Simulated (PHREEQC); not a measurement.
A solution holds 0.21 mol NaCl and 0.0052 mol CaCl2 per kg of water, at 30 °C. Closed to the air; pH follows from the charge balance.

Computed with PHREEQC (ion-association model, wateq4f.dat).

This is a speciation only: nothing precipitates in the calculation.

**Question.** What activity of water does the model give?

**Answer.** activity of water 0.993.
